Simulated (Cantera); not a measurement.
Charge: 1 mol HI, 1.7 mol O₂, 22 mol N₂, at 240 bar.

These are equilibrium values from Cantera (NASA tables, ideal gas, pure condensed phases), not measurements of a reactor. Candidate condensed phases: H₂O, I₂; 27 gas species. The ideal-gas law is rough above about 30 bar. Equilibrium is a limit: real reactors are often held back by kinetics, nucleation or transport. All values below are at 2673 K.

Base state: N₂ 0.874, O₂ 0.0498, I 0.0375, H₂O 0.0186, NO 0.0157, OH 0.00183, I₂ 0.000904, HI 0.000794 (mole fractions); condensed: gas only.

Problem. What changes in the equilibrium state with this change: pressure from 240 bar to 11.0 bar?

Solution. 
| species | before | after |
|---|---|---|
| N₂ | 0.874 | 0.872 |
| O₂ | 0.0498 | 0.0485 |
| I | 0.0375 | 0.0395 |
| OH | 0.00183 | 0.00381 |
| H₂O | 0.0186 | 0.0175 |
| NO | 0.0157 | 0.0154 |
| I₂ | 0.000904 | 4.60e-5 |
| H | 2.77e-5 | 0.000273 |
